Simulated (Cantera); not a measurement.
Mixture: CH4 : O2 : N2 = 1 : 1.25 : 4.7 (molar parts), equivalence ratio 1.6, at 5.00 bar, adiabatic and at constant pressure. Ignition delay is the time to a rise of 400 K.

Detailed kinetics in Cantera: GRI-Mech 3.0 (53 species, 325 reactions).

Question: What does this change do: O2 1.25 to 1.7 parts?

Answer: 
```csv
quantity,before,after
delay at 1225 K,9.35 ms,6.08 ms
delay at 1275 K,5.04 ms,3.27 ms
delay at 1325 K,2.78 ms,1.81 ms
delay at 1375 K,1.58 ms,1.03 ms
delay at 1425 K,0.912 ms,0.597 ms
delay at 1475 K,0.538 ms,0.357 ms
delay at 1525 K,0.324 ms,0.218 ms
apparent activation energy between 1425 and 1525 K,190 kJ/mol,180 kJ/mol
```

Question: What does this change do: pressure from 5.00 bar to 2.60 bar?

Answer: 
```csv
quantity,before,after
delay at 1225 K,9.35 ms,17.8 ms
delay at 1275 K,5.04 ms,9.32 ms
delay at 1325 K,2.78 ms,5.02 ms
delay at 1375 K,1.58 ms,2.78 ms
delay at 1425 K,0.912 ms,1.57 ms
delay at 1475 K,0.538 ms,0.910 ms
delay at 1525 K,0.324 ms,0.540 ms
apparent activation energy between 1425 and 1525 K,190 kJ/mol,190 kJ/mol
```

Question: What does this change do: pressure from 5.00 bar to 9.20 bar?

Answer: 
| quantity | before | after |
|---|---|---|
| delay at 1225 K | 9.35 ms | 4.90 ms |
| delay at 1275 K | 5.04 ms | 2.71 ms |
| delay at 1325 K | 2.78 ms | 1.54 ms |
| delay at 1375 K | 1.58 ms | 0.893 ms |
| delay at 1425 K | 0.912 ms | 0.529 ms |
| delay at 1475 K | 0.538 ms | 0.319 ms |
| delay at 1525 K | 0.324 ms | 0.195 ms |
| apparent activation energy between 1425 and 1525 K | 190 kJ/mol | 180 kJ/mol |
